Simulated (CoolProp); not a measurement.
Vapour-liquid equilibrium of carbon dioxide (1) + R125 (2) at 7.89 bar; x and y are mole fractions of (1).

The numbers come from the multi-fluid Helmholtz-energy mixture model, Span 1996 and Lemmon 2005; pair parameters Bell 2016 in CoolProp.

```
x     bubble temperature, mixture model (°C)  bubble temperature, Raoult's law (°C)  y, mixture model  y, Raoult's law
----  --------------------------------------  -------------------------------------  ----------------  ---------------
0.05                                     [?]                                   -0.9               [?]            0.216
0.2                                      [?]                                  -14.7               [?]            0.585
0.35                                   -27.1                                  -24.3             0.749            0.764
0.5                                      [?]                                  -31.4             0.841            0.863
0.65                                   -38.4                                  -36.9               [?]            0.925
0.8                                      [?]                                  -41.5             0.944            0.965
0.95                                     [?]                                  -45.2             0.985            0.993
```

Fill in the missing entries.


- 0.05, bubble temperature, mixture model (°C): -1.3
- 0.05, y, mixture model: 0.195
- 0.2, bubble temperature, mixture model (°C): -16.9
- 0.2, y, mixture model: 0.572
- 0.5, bubble temperature, mixture model (°C): -33.8
- 0.65, y, mixture model: 0.899
- 0.8, bubble temperature, mixture model (°C): -42.1
- 0.95, bubble temperature, mixture model (°C): -45.3

The largest gap from Raoult's law is -2.8 K in bubble temperature, at x = 0.35. No azeotrope shows between x = 0.05 and 0.95.

Pair parameters are fitted to limited data, so mixtures are less certain than the pure fluids.
